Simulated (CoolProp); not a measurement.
Vapour-liquid equilibrium of R134a (1) + methanol (2) at 0.0545 bar; x and y are mole fractions of (1).

The numbers come from the multi-fluid Helmholtz-energy mixture model, Tillner-Roth 1994 and de Reuck 1993; pair parameters Bell 2016 in CoolProp.

Problem. Give the bubble temperature and the first vapour's composition at x = 0.125, 0.5, 0.65. Is there an azeotrope?

Solution. x = 0.125: 207.7 K, y = 0.997; x = 0.5: 202.6 K, y = 0.999; x = 0.65: 201.7 K, y = 0.999. No azeotrope shows between x = 0.05 and 0.95.

The pair parameters rest on a limited set of measurements; away from them the model extrapolates. With so large a gap from Raoult's law the liquid may split in two, which this calculation doesn't test in full.
